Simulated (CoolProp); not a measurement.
Saturation properties of carbonyl sulfide (Tc = 378.8 K, pc = 6369 kPa, ω = 0.098).

Model: reference Helmholtz-energy equation of state, Lemmon 2006, in CoolProp. It is a short technical equation, of lower accuracy than the large ones.

| T (K) | p (kPa) | vapour Z | surface tension (mN/m) |
|---|---|---|---|
| 224.6 | 109.1 | 0.9700 | 20.5 |
| 236.6 | 182.9 | 0.9570 | 18.3 |
| 248.7 | 291.1 | 0.9406 | 16.1 |
| 260.7 | 440.7 | 0.9209 | 14.1 |
| 272.7 | 641.6 | 0.8976 | 12.1 |
| 284.8 | 905.9 | 0.8701 | 10.2 |
| 296.8 | 1239 | 0.8386 | 8.41 |
| 308.8 | 1654 | 0.8025 | 6.73 |
| 320.8 | 2160 | 0.7610 | 5.17 |

It boils at 223.0 K under 1 atm.

Surface tension comes from a separate correlation (Mulero 2012).
